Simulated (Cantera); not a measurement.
A Cantera script and what it prints.

```python
import numpy as np
import cantera as ct

gas_names = """
    AL ALBr ALBr3 AL2 AL2Br6 Br Br2
""".split()
cond_names = """
    AL(cr) AL(L) ALBr3(s) ALBr3(L) Br2(cr) Br2(L)
""".split()


# ... load() reads the species with a 1 bar reference pressure and builds the phases ...
atoms = {
    'Al': {'AL': 1},
    'Br2': {'Br': 2},
}
top_T = {}  # K; cautious upper limits of use, not melting points


# ... equilibrate(T, P, feed) seeds the gas with the atoms and calls Mixture.equilibrate('TP', solver="vcs", rtol=1e-11, max_steps=5000) ...
results = []
P = 2  # Pa
for T in [523, 573, 623, 673, 723, 773, 823, 873, 923, 973, 1023, 1073, 1123]:
    for m in [0.46, 0.59, 0.77, 0.99, 1.3, 1.7, 2.2, 2.8, 3.6, 4.7, 6.1, 7.8]:
        feed = {'Al': 1, 'Br2': m}  # mol
        mix = equilibrate(T, P, feed)
        results.append((T, P, feed, dict(zip(mix.species_names, mix.species_moles))))

for T, P, feed, n in results:
    print(f"{T:7g} {feed['Br2']:10.4g}  " + (" + ".join(c for c in cond_names if n.get(c, 0) > 1e-12) or "gas only"))
```

Result:

```
    523       0.46  AL(cr)
    523       0.59  AL(cr)
    523       0.77  AL(cr)
    523       0.99  AL(cr)
    523        1.3  AL(cr)
    523        1.7  gas only
    523        2.2  gas only
    523        2.8  gas only
    523        3.6  gas only
    523        4.7  gas only
    523        6.1  gas only
    523        7.8  gas only
    573       0.46  AL(cr)
    573       0.59  AL(cr)
    573       0.77  AL(cr)
    573       0.99  AL(cr)
    573        1.3  AL(cr)
    573        1.7  gas only
    573        2.2  gas only
    573        2.8  gas only
    573        3.6  gas only
    573        4.7  gas only
    573        6.1  gas only
    573        7.8  gas only
    623       0.46  AL(cr)
    623       0.59  AL(cr)
    623       0.77  AL(cr)
    623       0.99  AL(cr)
    623        1.3  AL(cr)
    623        1.7  gas only
    623        2.2  gas only
    623        2.8  gas only
    623        3.6  gas only
    623        4.7  gas only
    623        6.1  gas only
    623        7.8  gas only
    673       0.46  AL(cr)
    673       0.59  AL(cr)
    673       0.77  AL(cr)
    673       0.99  AL(cr)
    673        1.3  AL(cr)
    673        1.7  gas only
    673        2.2  gas only
    673        2.8  gas only
    673        3.6  gas only
    673        4.7  gas only
    673        6.1  gas only
    673        7.8  gas only
    723       0.46  AL(cr)
    723       0.59  AL(cr)
    723       0.77  AL(cr)
    723       0.99  AL(cr)
    723        1.3  AL(cr)
    723        1.7  gas only
    723        2.2  gas only
    723        2.8  gas only
    723        3.6  gas only
    723        4.7  gas only
    723        6.1  gas only
    723        7.8  gas only
    773       0.46  AL(cr)
    773       0.59  AL(cr)
    773       0.77  AL(cr)
    773       0.99  AL(cr)
    773        1.3  AL(cr)
    773        1.7  gas only
    773        2.2  gas only
    773        2.8  gas only
    773        3.6  gas only
    773        4.7  gas only
    773        6.1  gas only
    773        7.8  gas only
    823       0.46  AL(cr)
    823       0.59  AL(cr)
    823       0.77  AL(cr)
    823       0.99  AL(cr)
    823        1.3  AL(cr)
    823        1.7  gas only
    823        2.2  gas only
    823        2.8  gas only
    823        3.6  gas only
    823        4.7  gas only
    823        6.1  gas only
    823        7.8  gas only
    873       0.46  AL(cr)
    873       0.59  AL(cr)
    873       0.77  AL(cr)
    873       0.99  AL(cr)
    873        1.3  AL(cr)
    873        1.7  gas only
    873        2.2  gas only
    873        2.8  gas only
    873        3.6  gas only
    873        4.7  gas only
    873        6.1  gas only
    873        7.8  gas only
    923       0.46  AL(cr)
    923       0.59  AL(cr)
    923       0.77  AL(cr)
    923       0.99  AL(cr)
    923        1.3  gas only
    923        1.7  gas only
    923        2.2  gas only
    923        2.8  gas only
    923        3.6  gas only
    923        4.7  gas only
    923        6.1  gas only
    923        7.8  gas only
    973       0.46  AL(L)
    973       0.59  AL(L)
    973       0.77  gas only
    973       0.99  gas only
    973        1.3  gas only
    973        1.7  gas only
    973        2.2  gas only
    973        2.8  gas only
    973        3.6  gas only
    973        4.7  gas only
    973        6.1  gas only
    973        7.8  gas only
   1023       0.46  AL(L)
   1023       0.59  gas only
   1023       0.77  gas only
   1023       0.99  gas only
   1023        1.3  gas only
   1023        1.7  gas only
   1023        2.2  gas only
   1023        2.8  gas only
   1023        3.6  gas only
   1023        4.7  gas only
   1023        6.1  gas only
   1023        7.8  gas only
   1073       0.46  AL(L)
   1073       0.59  gas only
   1073       0.77  gas only
   1073       0.99  gas only
   1073        1.3  gas only
   1073        1.7  gas only
   1073        2.2  gas only
   1073        2.8  gas only
   1073        3.6  gas only
   1073        4.7  gas only
   1073        6.1  gas only
   1073        7.8  gas only
   1123       0.46  AL(L)
   1123       0.59  gas only
   1123       0.77  gas only
   1123       0.99  gas only
   1123        1.3  gas only
   1123        1.7  gas only
   1123        2.2  gas only
   1123        2.8  gas only
   1123        3.6  gas only
   1123        4.7  gas only
   1123        6.1  gas only
   1123        7.8  gas only
```

Equilibrium computed with Cantera from the NASA thermochemical tables; the gas is ideal and each condensed phase is pure.
